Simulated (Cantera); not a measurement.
A Cantera script and what it prints.

```python
import numpy as np
import cantera as ct

gas_names = """
    C CO COS CO2 CS CS2 C2 C2O C3 C3O2 C4 C5 Fe FeC5O5 FeO O O2 O3 S SO SO2 SO3 S2 S2O S8
""".split()
cond_names = """
    C(gr) Fe(a) Fe(c) Fe(d) Fe(L) FeC5O5(L) FeO(s) FeO(L) FeS(a) FeS(b) FeS(c) FeS(L) FeSO4(s) FeS2(s)
    Fe2O3(s) Fe2S3O12(s) Fe3O4(s) S(cr1) S(cr2) S(L)
""".split()


def load(file, names, dense=False):
    # The tables refer to 1 bar. Condensed volumes are neglected.
    table = {s.name: s for s in ct.Species.list_from_file(file)}
    out = []
    for n in names:
        d = dict(table[n].input_data)
        d["thermo"] = dict(d["thermo"], **{"reference-pressure": 1e5})
        if dense:
            d["equation-of-state"] = {"model": "constant-volume", "density": "1e6 g/cm^3"}
        out.append(ct.Species.from_dict(d))
    return out


gas = ct.Solution(thermo="ideal-gas", species=load("nasa_gas.yaml", gas_names))
cond = {s.name: ct.Solution(thermo="fixed-stoichiometry", species=[s], name=s.name)
        for s in load("nasa_condensed.yaml", cond_names, dense=True)}
atoms = {
    'FeS2': {'Fe': 1, 'S': 2},
    'SO2': {'S': 1, 'O': 2},
    'CO2': {'C': 1, 'O': 2},
}
top_T = {'C(gr)': 4500, 'FeSO4(s)': 950, 'FeS2(s)': 1010, 'Fe2O3(s)': 1830, 'Fe2S3O12(s)': 1100, 'Fe3O4(s)': 1870}  # K; cautious upper limits of use, not melting points


def equilibrate(T, P, feed):
    n = {}
    for name, mol in feed.items():
        for a, k in atoms[name].items():
            n[a] = n.get(a, 0.0) + k * mol
    gas.TPX = T, P, n
    mass = sum(n.values()) * gas.mean_molecular_weight
    gas.equilibrate("TP")
    valid = [c for c in cond.values() if c.min_temp <= T <= top_T.get(c.name, c.max_temp)]
    mix = ct.Mixture([(gas, mass / gas.mean_molecular_weight)] + [(c, 0.0) for c in valid])
    mix.T, mix.P = T, P
    mix.equilibrate("TP", solver="vcs", rtol=1e-11, max_steps=5000)
    return mix


results = []
T = 1548  # K
P = 3200  # Pa
for m in [0.065, 0.12, 0.24, 0.45, 0.85, 1.6, 3.1]:
    feed = {'FeS2': 1, 'SO2': m, 'CO2': 0.15}  # mol
    mix = equilibrate(T, P, feed)
    results.append((T, P, feed, dict(zip(mix.species_names, mix.species_moles))))
    x = sorted(zip(gas.X, gas.species_names), reverse=True)
    print(f"T = {T:g} K  P = {P:g} Pa  n(SO2) = {m:g} mol  gas = {mix.phase_moles(0):.4g} mol")
    print("   x: " + "  ".join(f"{s} {v:.3e}" for v, s in x if v > 1e-06))
    print("   condensed (mol): " + ("  ".join(f"{mix.phase(i).name} {mix.phase_moles(i):.4g}"
          for i in range(1, mix.n_phases) if mix.phase_moles(i) > 1e-12) or "none"))
```

It prints:

```
T = 1548 K  P = 3200 Pa  n(SO2) = 0.065 mol  gas = 0.7332 mol
   x: S2 6.504e-01  SO2 1.304e-01  CO2 1.068e-01  CO 9.641e-02  SO 8.906e-03  S2O 5.472e-03  COS 1.351e-03  S 3.148e-04  CS2 4.042e-06
   condensed (mol): FeS(L) 1
T = 1548 K  P = 3200 Pa  n(SO2) = 0.12 mol  gas = 0.7866 mol
   x: S2 6.072e-01  SO2 1.852e-01  CO2 1.087e-01  CO 8.089e-02  SO 1.044e-02  S2O 6.195e-03  COS 1.095e-03  S 3.041e-04  CS2 2.611e-06
   condensed (mol): FeS(L) 1
T = 1548 K  P = 3200 Pa  n(SO2) = 0.24 mol  gas = 0.9049 mol
   x: S2 5.284e-01  SO2 2.861e-01  CO2 1.045e-01  CO 6.046e-02  SO 1.253e-02  S2O 6.938e-03  COS 7.636e-04  S 2.837e-04  CS2 1.320e-06
   condensed (mol): FeS(L) 1
T = 1548 K  P = 3200 Pa  n(SO2) = 0.45 mol  gas = 1.114 mol
   x: S2 4.290e-01  SO2 4.146e-01  CO2 9.217e-02  CO 4.204e-02  SO 1.431e-02  S2O 7.143e-03  COS 4.784e-04  S 2.557e-04
   condensed (mol): FeS(L) 1
T = 1548 K  P = 3200 Pa  n(SO2) = 0.85 mol  gas = 1.513 mol
   x: SO2 5.639e-01  S2 3.147e-01  CO2 7.259e-02  CO 2.627e-02  SO 1.545e-02  S2O 6.603e-03  COS 2.561e-04  S 2.190e-04
   condensed (mol): FeS(L) 1
T = 1548 K  P = 3200 Pa  n(SO2) = 1.6 mol  gas = 2.357 mol
   x: SO2 5.978e-01  S2 3.156e-01  CO2 4.696e-02  CO 1.652e-02  SO 1.592e-02  S2O 6.813e-03  S 2.193e-04  COS 1.612e-04
   condensed (mol): FeO(s) 0.3675  FeS(L) 0.6325
T = 1548 K  P = 3200 Pa  n(SO2) = 3.1 mol  gas = 4.019 mol
   x: SO2 6.401e-01  S2 2.993e-01  CO2 2.788e-02  SO 1.626e-02  CO 9.353e-03  S2O 6.776e-03  S 2.136e-04  COS 8.890e-05
   condensed (mol): FeO(s) 1
```

These are equilibrium values from Cantera (NASA tables, ideal gas, pure condensed phases), not measurements of a reactor. Metal and sulfide melt together well below either melting point, which pure phases cannot show. Mutual solubility and eutectic melting of coexisting phases are not modelled. The tables' stoichiometric FeO is somewhat more stable than real wüstite, so its field is too wide. FeO, FeS: taken at fixed stoichiometry.
